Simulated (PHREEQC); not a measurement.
Consider water at 25 °C with 0.18 mol/kgw NH4Cl, 0.25 mol/kgw NaF and 0.0015 mol/kgw KCl. Closed to the air; pH follows from the charge balance.

All values are PHREEQC results (ion-association model, phreeqc.dat), not measurements.

Question: The ionic strength comes out as 0.418 mol/kgw. What activity coefficients do Cl-, HF2-, F-, K+, NH4+ get?

Answer: Cl- 0.66, HF2- 0.73, F- 0.65, K+ 0.66, NH4+ 0.61.

This is a speciation only: nothing precipitates in the calculation. Complexes and solids missing from the database can't appear.
